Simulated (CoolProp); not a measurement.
Tetradecamethylhexasiloxane (MD4M) along the isobar 101 kPa: fugacity coefficient from the reference equation and from simpler models built on Tc = 380.0 °C, pc = 828.6 kPa, ω = 0.800; each cubic takes its own stable root.

Values from CoolProp's reference Helmholtz-energy equation of state, Thol 2019.

```tsv
T (°C)	phase	reference	van der Waals	Redlich-Kwong	Soave-Redlich-Kwong	Peng-Robinson
124.35	liquid	?	0.7101	0.1918	0.01245	?
137.05	liquid	0.02102	0.8342	0.2604	0.02218	0.02486
149.65	liquid	?	0.9007	?	0.03759	0.04136
162.35	liquid	0.05984	0.9071	0.4460	0.06137	0.06640
175.05	liquid	0.09480	0.9130	0.5664	?	0.1028
187.75	liquid	0.1446	0.9183	0.7063	0.1464	?
200.35	liquid	0.2124	0.9232	0.8649	0.2147	0.2235
213.05	liquid	?	0.9277	0.9058	0.3068	0.3161
```

**Question.** Some entries are withheld; supply them.

**Answer.** 
- 124.35, reference: 0.01153
- 124.35, Peng-Robinson: 0.01425
- 149.65, reference: 0.03622
- 149.65, Redlich-Kwong: 0.3442
- 175.05, Soave-Redlich-Kwong: 0.09646
- 187.75, Peng-Robinson: 0.1541
- 213.05, reference: 0.3033

At some of these states van der Waals, Redlich-Kwong gives the other phase, because its saturation line lies elsewhere.
